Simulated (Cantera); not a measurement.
A perfectly stirred reactor is fed with NO : N2 = 1 : 2.5 (molar parts), at 0.520 bar; it is held at 2073 K, and followed from long to short residence time.

Cantera simulation using GRI-Mech 3.0 (53 species, 325 reactions); the numbers are that mechanism's predictions, not measurements.

### Question
What does this change do: N2 2.5 to 1 parts?

### Answer
```json
[
 {"quantity": "x(NO) at τ = 1.50 s", "before": "0.105", "after": "0.151"},
 {"quantity": "x(N2O) at τ = 1.50 s", "before": "5.04e-6", "after": "9.70e-6"},
 {"quantity": "x(O2) at τ = 1.50 s", "before": "0.0900", "after": "0.174"},
 {"quantity": "x(N2) at τ = 1.50 s", "before": "0.804", "after": "0.674"},
 {"quantity": "x(O) at τ = 1.50 s", "before": "0.000488", "after": "0.000677"},
 {"quantity": "x(NO) at τ = 19.0 ms", "before": "0.281", "after": "0.487"},
 {"quantity": "x(N2O) at τ = 19.0 ms", "before": "3.70e-5", "after": "0.000109"},
 {"quantity": "x(O2) at τ = 19.0 ms", "before": "0.00221", "after": "0.00631"},
 {"quantity": "x(N2) at τ = 19.0 ms", "before": "0.717", "after": "0.506"},
 {"quantity": "x(O) at τ = 19.0 ms", "before": "0.000144", "after": "0.000210"}
]
```

### Question
What does this change do: NO 1 to 0.33 parts?

### Answer
```json
[
 {"quantity": "x(NO) at τ = 1.50 s", "before": "0.105", "after": "0.0576"},
 {"quantity": "x(N2O) at τ = 1.50 s", "before": "5.04e-6", "after": "1.69e-6"},
 {"quantity": "x(O2) at τ = 1.50 s", "before": "0.0900", "after": "0.0293"},
 {"quantity": "x(N2) at τ = 1.50 s", "before": "0.804", "after": "0.913"},
 {"quantity": "x(O) at τ = 1.50 s", "before": "0.000488", "after": "0.000281"},
 {"quantity": "x(NO) at τ = 19.0 ms", "before": "0.281", "after": "0.116"},
 {"quantity": "x(N2O) at τ = 19.0 ms", "before": "3.70e-5", "after": "6.42e-6"},
 {"quantity": "x(O2) at τ = 19.0 ms", "before": "0.00221", "after": "0.000396"},
 {"quantity": "x(N2) at τ = 19.0 ms", "before": "0.717", "after": "0.884"},
 {"quantity": "x(O) at τ = 19.0 ms", "before": "0.000144", "after": "7.92e-5"}
]
```
